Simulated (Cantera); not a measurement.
Cantera run, input and output.

```python
import numpy as np
import cantera as ct

gas = ct.Solution("h2o2.yaml")
gas.TPX = 1400, 210, {'H2': 0.085, 'O2': 1, 'N2': 0.73}
reactor = ct.IdealGasConstPressureReactor(gas, energy="off", clone=False)
net = ct.ReactorNet([reactor])
net.rtol, net.atol = 1e-08, 1e-18
show = ['H2', 'O2', 'H', 'OH', 'H2O', 'O']
times = np.geomspace(0.0007, 40, 13)

steps = ct.SolutionArray(gas, extra=["t"])
rows = []
print(f"{'t/s':>10s}{'T/K':>9s}{'P/Pa':>11s}" + "".join(f"{s:>11s}" for s in show))
for t in times:
    while net.time < t:
        t_next = net.step()
        steps.append(gas.state, t=t_next)
    rows.append([np.interp(t, steps.t, y) for y in (steps.T, steps.P, *steps(*show).X.T)])
    print(f"{t:10.3e}{rows[-1][0]:9.1f}{rows[-1][1]:11.4g}" + "".join(f"{x:11.3e}" for x in rows[-1][2:]))
rate = np.gradient(steps.T, steps.t)
print("integrator steps:", len(steps.t))
if steps.T.max() > steps.T[0] + 200:
    print(f"time of steepest temperature rise: {steps.t[rate.argmax()]:.4e} s")
gas.TPX = 1400, 210, {'H2': 0.085, 'O2': 1, 'N2': 0.73}
gas.equilibrate("TP")
print(f"equilibrium (TP): T = {gas.T:.1f} K  " + "  ".join(f"{s} {gas[s].X[0]:.3e}" for s in show))
```

Result:

```
       t/s      T/K       P/Pa         H2         O2          H         OH        H2O          O
 7.000e-04   1400.0        210  4.683e-02  5.510e-01  4.788e-08  4.964e-08  3.841e-08  5.714e-08
 1.744e-03   1400.0        210  4.683e-02  5.510e-01  2.826e-07  3.763e-07  5.736e-07  4.572e-07
 4.344e-03   1400.0        210  4.677e-02  5.509e-01  1.599e-05  2.223e-05  4.291e-05  2.732e-05
 1.082e-02   1400.0        210  5.189e-03  5.185e-01  9.194e-03  7.474e-03  3.331e-02  2.408e-02
 2.696e-02   1400.0        210  1.149e-03  5.131e-01  7.635e-03  5.192e-03  3.927e-02  3.140e-02
 6.717e-02   1400.0        210  1.139e-03  5.134e-01  7.527e-03  5.172e-03  3.936e-02  3.109e-02
 1.673e-01   1400.0        210  1.116e-03  5.140e-01  7.264e-03  5.122e-03  3.957e-02  3.033e-02
 4.169e-01   1400.0        210  1.061e-03  5.155e-01  6.654e-03  4.999e-03  4.006e-02  2.855e-02
 1.038e+00   1400.0        210  9.337e-04  5.188e-01  5.373e-03  4.706e-03  4.112e-02  2.464e-02
 2.587e+00   1400.0        210  6.861e-04  5.248e-01  3.254e-03  4.057e-03  4.301e-02  1.751e-02
 6.445e+00   1400.0        210  3.496e-04  5.324e-01  1.132e-03  2.917e-03  4.529e-02  8.597e-03
 1.606e+01   1400.0        210  1.085e-04  5.376e-01  1.902e-04  1.633e-03  4.684e-02  2.605e-03
 4.000e+01   1400.0        210  2.403e-05  5.395e-01  1.958e-05  7.698e-04  4.751e-02  5.710e-04
integrator steps: 1080
equilibrium (TP): T = 1400.0 K  H2 6.467e-07  O2 5.401e-01  H 8.594e-08  OH 1.264e-04  H2O 4.789e-02  O 1.528e-05
```

Computed with Cantera and the H2/O2 subset of GRI-Mech 3.0, which has no nitrogen chemistry. Radical loss at walls, strong at low pressure, is not modelled. The temperature is held fixed by assumption; the heat of reaction is taken as removed at once.
